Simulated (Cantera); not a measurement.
Input (Python, Cantera) and output of one run.

```python
import numpy as np
import cantera as ct

gas_names = """
    C CO CO2 C2 C2O C3 C3O2 C4 C5 Fe FeC5O5 FeO O O2 O3
""".split()
cond_names = """
    C(gr) Fe(a) Fe(c) Fe(d) Fe(L) FeC5O5(L) FeO(s) FeO(L) Fe2O3(s) Fe3O4(s)
""".split()


def load(file, names, dense=False):
    # The tables refer to 1 bar. Condensed volumes are neglected.
    table = {s.name: s for s in ct.Species.list_from_file(file)}
    out = []
    for n in names:
        d = dict(table[n].input_data)
        d["thermo"] = dict(d["thermo"], **{"reference-pressure": 1e5})
        if dense:
            d["equation-of-state"] = {"model": "constant-volume", "density": "1e6 g/cm^3"}
        out.append(ct.Species.from_dict(d))
    return out


gas = ct.Solution(thermo="ideal-gas", species=load("nasa_gas.yaml", gas_names))
cond = {s.name: ct.Solution(thermo="fixed-stoichiometry", species=[s], name=s.name)
        for s in load("nasa_condensed.yaml", cond_names, dense=True)}
atoms = {
    'Fe2O3': {'Fe': 2, 'O': 3},
    'C': {'C': 1},
    'CO': {'C': 1, 'O': 1},
}
top_T = {'C(gr)': 4500, 'Fe2O3(s)': 1830, 'Fe3O4(s)': 1870}  # K; cautious upper limits of use, not melting points


def equilibrate(T, P, feed):
    n = {}
    for name, mol in feed.items():
        for a, k in atoms[name].items():
            n[a] = n.get(a, 0.0) + k * mol
    gas.TPX = T, P, n
    mass = sum(n.values()) * gas.mean_molecular_weight
    gas.equilibrate("TP")
    valid = [c for c in cond.values() if c.min_temp <= T <= top_T.get(c.name, c.max_temp)]
    mix = ct.Mixture([(gas, mass / gas.mean_molecular_weight)] + [(c, 0.0) for c in valid])
    mix.T, mix.P = T, P
    mix.equilibrate("TP", solver="vcs", rtol=1e-11, max_steps=5000)
    return mix


results = []
T = 1100  # K
P = 10000  # Pa
for m in [0.34, 0.39, 0.46, 0.54, 0.63, 0.74, 0.86, 1, 1.2, 1.4, 1.6, 1.9]:
    feed = {'Fe2O3': 1, 'C': m, 'CO': 0.27}  # mol
    mix = equilibrate(T, P, feed)
    results.append((T, P, feed, dict(zip(mix.species_names, mix.species_moles))))
    x = sorted(zip(gas.X, gas.species_names), reverse=True)
    print(f"T = {T:g} K  P = {P:g} Pa  n(C) = {m:g} mol  gas = {mix.phase_moles(0):.4g} mol")
    print("   x: " + "  ".join(f"{s} {v:.3e}" for v, s in x if v > 0.001))
    print("   condensed (mol): " + ("  ".join(f"{mix.phase(i).name} {mix.phase_moles(i):.4g}"
          for i in range(1, mix.n_phases) if mix.phase_moles(i) > 1e-12) or "none"))
```

Result:

```
T = 1100 K  P = 10000 Pa  n(C) = 0.34 mol  gas = 0.61 mol
   x: CO2 9.476e-01  CO 5.245e-02
   condensed (mol): FeO(s) 1.754  Fe3O4(s) 0.08199
T = 1100 K  P = 10000 Pa  n(C) = 0.39 mol  gas = 0.66 mol
   x: CO2 9.242e-01  CO 7.576e-02
   condensed (mol): FeO(s) 2
T = 1100 K  P = 10000 Pa  n(C) = 0.46 mol  gas = 0.73 mol
   x: CO2 7.397e-01  CO 2.603e-01
   condensed (mol): FeO(s) 2
T = 1100 K  P = 10000 Pa  n(C) = 0.54 mol  gas = 0.81 mol
   x: CO2 5.679e-01  CO 4.321e-01
   condensed (mol): FeO(s) 2
T = 1100 K  P = 10000 Pa  n(C) = 0.63 mol  gas = 0.9 mol
   x: CO 5.889e-01  CO2 4.111e-01
   condensed (mol): FeO(s) 2
T = 1100 K  P = 10000 Pa  n(C) = 0.74 mol  gas = 1.01 mol
   x: CO 7.426e-01  CO2 2.574e-01
   condensed (mol): FeO(s) 2
T = 1100 K  P = 10000 Pa  n(C) = 0.86 mol  gas = 1.13 mol
   x: CO 8.176e-01  CO2 1.824e-01
   condensed (mol): Fe(a) 0.06615  FeO(s) 1.934
T = 1100 K  P = 10000 Pa  n(C) = 1 mol  gas = 1.27 mol
   x: CO 8.176e-01  CO2 1.824e-01
   condensed (mol): Fe(a) 0.2317  FeO(s) 1.768
T = 1100 K  P = 10000 Pa  n(C) = 1.2 mol  gas = 1.47 mol
   x: CO 8.176e-01  CO2 1.824e-01
   condensed (mol): Fe(a) 0.4682  FeO(s) 1.532
T = 1100 K  P = 10000 Pa  n(C) = 1.4 mol  gas = 1.67 mol
   x: CO 8.176e-01  CO2 1.824e-01
   condensed (mol): Fe(a) 0.7047  FeO(s) 1.295
T = 1100 K  P = 10000 Pa  n(C) = 1.6 mol  gas = 1.87 mol
   x: CO 8.176e-01  CO2 1.824e-01
   condensed (mol): Fe(a) 0.9411  FeO(s) 1.059
T = 1100 K  P = 10000 Pa  n(C) = 1.9 mol  gas = 2.17 mol
   x: CO 8.176e-01  CO2 1.824e-01
   condensed (mol): Fe(a) 1.296  FeO(s) 0.7041
```

Equilibrium computed with Cantera from the NASA thermochemical tables; the gas is ideal and each condensed phase is pure. Mutual solubility and eutectic melting of coexisting phases are not modelled. The tables' stoichiometric FeO is somewhat more stable than real wüstite, so its field is too wide. FeO: taken at fixed stoichiometry.
